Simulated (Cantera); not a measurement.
An adiabatic, constant-volume homogeneous reactor starts with 1.55 % CH₄, 7.97 % O₂, 87.7 % N₂, 2.80 % H₂O, equivalence ratio 0.39, at 1700 K and 100000 Pa.

Detailed kinetics in Cantera: GRI-Mech 3.0 (53 species, 325 reactions).

One state of this run: T (K) = 2118; P (bar) = 1.25; x CH₄ = <1e-12; x O₂ = 0.0480; x H₂O = 0.0580; x CH₃ = <1e-12; x HCO = 2.86e-12; x CH₂ = <1e-12; x CH₂CO = <1e-12. x: mole fraction; the columns are a selection and need not sum to one.

Q: Which value of t (s) does it belong to?
A) 0.000235
B) 2.47e-5
C) 0.0660
D) 8.00e-6

A: C, 0.0660
